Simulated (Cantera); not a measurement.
A perfectly stirred reactor is fed with H₂ : O₂ : N₂ = 0.99 : 1 : 7.6 (molar parts), at 12000 Pa; it is held at 1198 K, and followed from long to short residence time.

Computed with Cantera and GRI-Mech 3.0 (53 species, 325 reactions). The temperature is held fixed by assumption; the heat of reaction is taken as removed at once.

One state of this run: x H₂ = 0.00566; x O₂ = 0.0574; x H = 0.00773; x NO = 3.14e-6; x HO₂ = 5.40e-6; x NO₂ = 1.61e-10; x H₂O₂ = 6.14e-7. x: mole fraction; the columns are a selection and need not sum to one.

Problem. Which value of τ (s) does it belong to?
A) 0.17
B) 0.32
C) 0.0070
D) 0.090

Solution. C, 0.0070
